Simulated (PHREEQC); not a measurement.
## City or well water

Synthetic water in mg/L, 25 °C, pH 6.62, pe 8.9: Na 4.5; K 7.78; Ca 17.7; Mg 0.576; Cl 27.4; S(6) as SO4 10.2; Alkalinity as HCO3 21.3; B 0.0406; Br 0.106.

Valence states are taken as typed.

Equilibrium calculation in PHREEQC: ion-association model, phreeqc.dat.

Precipitation was switched off in this run.

Task: Predict the specific conductance, charge-balance error.

Result: specific conductance 161 µS/cm; charge-balance error -0.4 %.

Task: In which forms is C present?

Result: HCO3- 66 %, CO2 34 % of the C.

Species that the database lacks are ignored.
